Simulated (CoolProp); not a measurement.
Saturation properties of n-decane.

Values from CoolProp's reference Helmholtz-energy equation of state, Lemmon 2006. It is a short technical equation, of lower accuracy than the large ones.

```tsv
T (°C)	p (bar)	enthalpy of vaporisation (kJ/kg)	vapour Z
119.85	0.2008	309.0	0.9798
143.15	0.4288	295.5	0.9652
166.45	0.8303	281.3	0.9446
189.85	1.487	265.9	0.9167
213.15	2.487	249.2	0.8808
236.55	3.947	230.3	0.8351
259.85	5.979	208.7	0.7779
283.15	8.729	182.7	0.7054
306.55	12.39	149.1	0.6097
329.85	17.19	98.25	0.4687
```

It boils at 174.1 °C under 1 atm.
